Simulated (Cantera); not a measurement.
## Ignition delay

Mixture: 6.93 % CH4, 4.09 % CO, 14.5 % O2, 54.4 % N2, 20.1 % H2O, equivalence ratio 1.1, at 1350 Torr, adiabatic and at constant pressure. Ignition delay is the time to a rise of 400 K.

Detailed kinetics in Cantera: GRI-Mech 3.0 (53 species, 325 reactions).

```
T0 (K)  delay (ms)
------  ----------
1075           358
1150           110
1225          37.3
1300          13.6
1375          5.22
1450          2.11
1525         0.902
```

```json
{
 "apparent activation energy between 1375 and 1525 K": "200 kJ/mol"
}
```
